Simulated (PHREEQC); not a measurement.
# Acid mine or pickling water (model solution)

A made-up water analysis in mg/kgw, 40 °C, pH 4.1, pe 12.5:

```
constituent  mg/kgw
-----------  ------
Na              320
K               445
Ca              271
Mg             24.1
Cl             77.4
S(6) as SO4    2580
Fe(3)           344
Li             3.57
Pb             18.5
```

Valence states are taken as typed.

Model: ion-association model, phreeqc.dat, run in PHREEQC.

This is a speciation only: nothing precipitates in the calculation.

Task: Estimate the ionic strength, density, charge-balance error.

Result: ionic strength 0.0730 mol/kgw; density 0.996 g/cm³; charge-balance error -6.2 %.

Task: In which forms is Pb present?

Result: PbSO4 60 %, Pb+2 32 %, Pb(SO4)2-2 6.9 %, PbCl+ 1.5 % of the Pb.

Examples of supersaturated solids here: Jarosite-K, Anglesite. Others may be too. Away from 25 °C the constants follow the database's enthalpies or fits; those with neither stay at their 25 °C values.
